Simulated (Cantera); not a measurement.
Charge: 1 mol MgO, 0.54 mol F2, 2.3 mol H2, held at 1502 °C.

These are equilibrium values from Cantera (NASA tables, ideal gas, pure condensed phases), not measurements of a reactor. Candidate condensed phases: H2O, Mg, MgF2, MgO, Mg(OH)2; 31 gas species. Mutual solubility and eutectic melting of coexisting phases are not modelled. Equilibrium is a limit: real reactors are often held back by kinetics, nucleation or transport.

Q: What share of the Mg ends up in condensed phases as a function of P (Pa), at 1, 4.20, 18, 75, 320, 1300, 5600, 24000, 100000?

A: 
```
P (Pa)  Mg condensed (%)                as
------  ----------------  ----------------
1                   57.2            MgO(s)
4.20                76.8            MgO(s)
18                  86.6            MgO(s)
75                  90.7            MgO(s)
320                 92.3            MgO(s)
1300                92.7            MgO(s)
5600                92.9            MgO(s)
24000               96.7  MgF2(l) + MgO(s)
100000              99.3  MgF2(l) + MgO(s)
```
